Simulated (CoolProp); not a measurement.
A single-stage vapour-compression cycle with R152A: evaporating at 225.15 K (dew point), condensing at 264.15 K (bubble point), superheat 0 K, subcooling 0 K, compressor efficiency 0.9, no pressure losses. Each further row changes one setting.

Computed with CoolProp (reference Helmholtz-energy equation of state, Outcalt 1996). It is a modified Benedict-Webb-Rubin equation, recast in Helmholtz form.

```csv
case,cooling COP,pressure ratio,discharge temperature (K),refrigerating effect (kJ/kg),volumetric capacity (kJ/m³)
as stated,(withheld),6.15,296.7,287,317
evaporating temperature 230.15 K,(withheld),4.68,291.3,291,415
condensing temperature 259.15 K,(withheld),(withheld),288.5,295,326
subcooling 5 K,(withheld),6.15,296.7,295,326
superheat 10 K,4.47,6.15,(withheld),296,312
compressor efficiency 0.8,4.03,6.15,(withheld),287,317
```

### Question
Complete the blanks.

### Answer

- as stated, cooling COP: 4.53
- evaporating temperature 230.15 K, cooling COP: 5.41
- condensing temperature 259.15 K, cooling COP: 5.30
- condensing temperature 259.15 K, pressure ratio: 5.04
- subcooling 5 K, cooling COP: 4.66
- superheat 10 K, discharge temperature (K): 307.5
- compressor efficiency 0.8, discharge temperature (K): 304.0
